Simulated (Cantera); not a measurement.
Input (Python, Cantera):

```python
import numpy as np
import cantera as ct

gas = ct.Solution("gri30.yaml")
gas.TPX = 1473, 100000, {'CH4': 1, 'O2': 1.25, 'N2': 4.7}
reactor = ct.IdealGasReactor(gas, energy="on", clone=False)
net = ct.ReactorNet([reactor])
net.rtol, net.atol = 1e-08, 1e-16
show = ['CH4', 'O2', 'C2H6', 'O', 'CH2O', 'OH']
times = np.geomspace(3e-06, 0.1, 16)

steps = ct.SolutionArray(gas, extra=["t"])
rows = []
print(f"{'t/s':>10s}{'T/K':>9s}{'P/Pa':>11s}" + "".join(f"{s:>11s}" for s in show))
for t in times:
    while net.time < t:
        t_next = net.step()
        steps.append(gas.state, t=t_next)
    rows.append([np.interp(t, steps.t, y) for y in (steps.T, steps.P, *steps(*show).X.T)])
    print(f"{t:10.3e}{rows[-1][0]:9.1f}{rows[-1][1]:11.4g}" + "".join(f"{x:11.3e}" for x in rows[-1][2:]))
rate = np.gradient(steps.T, steps.t)
print("integrator steps:", len(steps.t))
if steps.T.max() > steps.T[0] + 200:
    print(f"time of steepest temperature rise: {steps.t[rate.argmax()]:.4e} s")
gas.TPX = 1473, 100000, {'CH4': 1, 'O2': 1.25, 'N2': 4.7}
gas.equilibrate("UV")
print(f"equilibrium (UV): T = {gas.T:.1f} K  " + "  ".join(f"{s} {gas[s].X[0]:.3e}" for s in show))
```

Output:

```
       t/s      T/K       P/Pa        CH4         O2       C2H6          O       CH2O         OH
 3.000e-06   1473.0      1e+05  1.439e-01  1.799e-01  3.254e-12  2.057e-09  2.857e-09  3.369e-09
 6.007e-06   1473.0      1e+05  1.439e-01  1.799e-01  2.845e-11  2.321e-09  1.225e-08  4.287e-09
 1.203e-05   1473.0      1e+05  1.439e-01  1.799e-01  2.491e-10  2.883e-09  5.253e-08  6.595e-09
 2.408e-05   1473.0      1e+05  1.439e-01  1.799e-01  2.295e-09  4.165e-09  2.326e-07  1.219e-08
 4.822e-05   1473.0      1e+05  1.439e-01  1.799e-01  2.371e-08  7.401e-09  1.106e-06  2.514e-08
 9.655e-05   1472.9      1e+05  1.439e-01  1.798e-01  2.895e-07  1.640e-08  5.788e-06  5.544e-08
 1.933e-04   1473.0      1e+05  1.438e-01  1.798e-01  3.961e-06  4.082e-08  3.151e-05  1.236e-07
 3.871e-04   1473.8  1.001e+05  1.435e-01  1.796e-01  4.311e-05  9.181e-08  1.510e-04  2.670e-07
 7.750e-04   1478.9  1.004e+05  1.422e-01  1.789e-01  2.683e-04  1.924e-07  5.927e-04  6.340e-07
 1.552e-03   1534.9  1.045e+05  1.312e-01  1.712e-01  1.628e-03  1.516e-06  2.804e-03  6.303e-06
 3.107e-03   2879.1  2.211e+05  1.936e-12  1.110e-03  2.149e-24  1.657e-03  8.165e-09  1.094e-02
 6.222e-03   2878.9   2.21e+05  1.939e-12  1.108e-03  2.154e-24  1.654e-03  8.167e-09  1.093e-02
 1.246e-02   2878.9   2.21e+05  1.939e-12  1.108e-03  2.154e-24  1.654e-03  8.167e-09  1.093e-02
 2.494e-02   2878.9   2.21e+05  1.939e-12  1.108e-03  2.154e-24  1.654e-03  8.167e-09  1.093e-02
 4.994e-02   2878.9   2.21e+05  1.939e-12  1.108e-03  2.154e-24  1.654e-03  8.167e-09  1.093e-02
 1.000e-01   2878.9   2.21e+05  1.939e-12  1.108e-03  2.154e-24  1.654e-03  8.167e-09  1.093e-02
integrator steps: 2038
time of steepest temperature rise: 1.7923e-03 s
equilibrium (UV): T = 2878.9 K  CH4 2.261e-12  O2 1.108e-03  C2H6 2.847e-24  O 1.654e-03  CH2O 8.167e-09  OH 1.093e-02
```

Model: GRI-Mech 3.0 (53 species, 325 reactions), integrated in Cantera.
